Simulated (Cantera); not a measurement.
Charge: 1 mol SiH2Cl2, 0.11 mol H2O, 0.54 mol H2, held at 1973 K and 73.0 Pa.

Cantera equilibrium calculation (NASA polynomials, part measured and part estimated; ideal gas, pure solids and liquids). Candidate condensed phases: H2O, Si, SiO2; 30 gas species. The tables' values for SiCl, SiCl3 are old estimates; treat these amounts as uncertain. Gases not in the tables: Si2H6 and higher silanes. The numbers say what is thermodynamically allowed, not how fast it happens.

Base state: H2 0.438, SiCl2 0.224, HCl 0.199, Si 0.0432, SiO 0.0370, H 0.0331, SiCl 0.0119, Cl 0.0112 (mole fractions); condensed: Si(l).

What changes in the equilibrium state with this change: pressure from 73.0 Pa to 14.0 Pa?


```json
[
 {"species": "H2", "before": "0.438", "after": "0.354"},
 {"species": "HCl", "before": "0.199", "after": "0.238"},
 {"species": "SiCl2", "before": "0.224", "after": "0.163"},
 {"species": "Si", "before": "0.0432", "after": "0.0933"},
 {"species": "Cl", "before": "0.0112", "after": "0.0341"},
 {"species": "H", "before": "0.0331", "after": "0.0678"},
 {"species": "SiCl", "before": "0.0119", "after": "0.0150"},
 {"species": "SiO", "before": "0.0370", "after": "0.0338"},
 {"species": "SiH2", "before": "3.98e-5", "after": "1.33e-5"},
 {"species": "Si3", "before": "9.11e-5", "after": "3.38e-5"},
 {"species": "SiCl3", "before": "0.000462", "after": "0.000196"},
 {"species": "SiH", "before": "0.000559", "after": "0.000475"},
 {"species": "Si(l), mol", "before": "0.0525", "after": "0"}
]
```

What changes in the equilibrium state with this change: H2 from 0.54 to 4.8 mol?


```csv
species,before,after
H2,0.438,0.696
HCl,0.199,0.131
SiCl2,0.224,0.0608
SiO,0.0370,0.0146
Cl,0.0112,0.00585
SiCl,0.0119,0.00621
H,0.0331,0.0416
Si,0.0432,0.0432
SiCl3,0.000462,6.52e-5
SiH2,3.98e-5,6.32e-5
SiH,0.000559,0.000704
Si3,9.11e-5,9.11e-5
"Si(l), mol",0.0525,0.0423
```
